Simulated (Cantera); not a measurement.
Carbon deposition, reforming and gasification: C3H8 + H2

Input: 1 mol C3H8, 1.2 mol H2, equilibrated at 2925 K.

These are equilibrium values from Cantera (NASA tables, ideal gas, pure condensed phases), not measurements of a reactor. Candidate condensed phases: C, C6H6, C7H8, C8H18; 76 gas species. The ideal-gas law is rough above about 30 bar. Equilibrium is a limit: real reactors are often held back by kinetics, nucleation or transport.

```json
[
 {"P (Pa)": "10", "x H2": "0.00470", "x H": "0.855", "x C": "0.0789", "x C3": "0.0466", "x C2H2 (acetylene)": "2.45e-5", "x C2": "0.0144", "x CH4": "<1e-12", "n C(graphite)": "0"},
 {"P (Pa)": "100", "x H2": "0.0460", "x H": "0.846", "x C": "0.0197", "x C3": "0.0730", "x C2H2 (acetylene)": "0.00150", "x C2": "0.00902", "x CH4": "1.45e-10", "n C(graphite)": "0"},
 {"P (Pa)": "1000", "x H2": "0.290", "x H": "0.672", "x C": "0.00244", "x C3": "0.0137", "x C2H2 (acetylene)": "0.0144", "x C2": "0.00137", "x CH4": "7.13e-8", "n C(graphite)": "2.29"},
 {"P (Pa)": "10000", "x H2": "0.646", "x H": "0.317", "x C": "0.000244", "x C3": "0.00137", "x C2H2 (acetylene)": "0.0321", "x C2": "0.000137", "x CH4": "3.53e-6", "n C(graphite)": "2.52"},
 {"P (Pa)": "100000", "x H2": "0.841", "x H": "0.114", "x C": "2.44e-5", "x C3": "0.000137", "x C2H2 (acetylene)": "0.0419", "x C2": "1.37e-5", "x CH4": "5.99e-5", "n C(graphite)": "2.50"},
 {"P (Pa)": "1000000", "x H2": "0.914", "x H": "0.0377", "x C": "2.44e-6", "x C3": "1.37e-5", "x C2H2 (acetylene)": "0.0455", "x C2": "1.37e-6", "x CH4": "0.000707", "n C(graphite)": "2.48"},
 {"P (Pa)": "10000000", "x H2": "0.930", "x H": "0.0120", "x C": "2.44e-7", "x C3": "1.37e-6", "x C2H2 (acetylene)": "0.0463", "x C2": "1.37e-7", "x CH4": "0.00732", "n C(graphite)": "2.44"}
]
```
x: gas mole fraction; n: condensed amount in mol.

From 10.0 Pa to 1.00 mbar nothing is condensed. From 10.0 mbar to 100 bar the condensed part is C(graphite). The main C-bearing gas is C3 at 10.0 Pa and C2H2 (acetylene) at 100 bar.
